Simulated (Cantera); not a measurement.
Thermodynamics of carbon deposition, reforming and gasification, feed C2H2 + CO2 + H2

Input: 1 mol C2H2, 0.03 mol CO2, 97 mol H2, at 1330 Pa.

Equilibrium computed with Cantera from the NASA thermochemical tables; the gas is ideal and each condensed phase is pure. Candidate condensed phases: C, C6H6, C7H8, C8H18, H2O; 110 gas species. Equilibrium is a limit: real reactors are often held back by kinetics, nucleation or transport.

```csv
T (°C),x H2,x H,x C2H2 (acetylene),x CO,x CH4,n C(graphite)
1077,0.999,2.06e-5,1.24e-6,0.000612,7.67e-5,1.96
1177,0.999,8.19e-5,4.87e-6,0.000612,4.40e-5,1.96
1277,0.999,0.000273,1.60e-5,0.000612,2.71e-5,1.96
1377,0.999,0.000786,4.55e-5,0.000612,1.77e-5,1.96
1477,0.997,0.00201,0.000115,0.000611,1.21e-5,1.95
1577,0.994,0.00465,0.000260,0.000610,8.63e-6,1.92
1677,0.989,0.00987,0.000541,0.000609,6.34e-6,1.86
1777,0.979,0.0194,0.00104,0.000606,4.76e-6,1.76
1877,0.962,0.0358,0.00186,0.000601,3.62e-6,1.60
```
x: gas mole fraction; n: condensed amount in mol.

From 1077 °C to 1877 °C the condensed part is C(graphite). The main C-bearing gas is CO at 1077 °C and C2H2 (acetylene) at 1877 °C.
